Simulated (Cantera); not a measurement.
# Boron, boron nitride and boron oxide: borazine + O2 + H2

Charge: 1 mol borazine, 0.11 mol O2, 70 mol H2, held at 2398.15 K and 0.820 bar.

Method: chemical equilibrium by Gibbs-energy minimisation in Cantera with the NASA 1993 tables (ideal gas, pure condensed phases). Candidate condensed phases: B, BN, B2O3, B3O3H3, H2O; 39 gas species. The feed counts by its element totals alone. The tables' values for BH2 are old estimates; treat these amounts as uncertain. Gases not in the tables: B2H6 and higher boranes. Kinetics and transport are ignored.

| Item | Result |
|---|---|
| x(H2) | 0.957 |
| x(N2) | 0.0199 |
| x(H) | 0.0170 |
| x(BH2) | 0.00283 |
| x(HBO) | 0.00243 |
| x(BO) | 0.000451 |
| x(BH3) | 6.74e-5 |
| x(B) | 3.81e-5 |
| x(BH) | 2.28e-5 |
| n(B(l)) | 2.56 mol |
| gas amount | 75.27 mol |
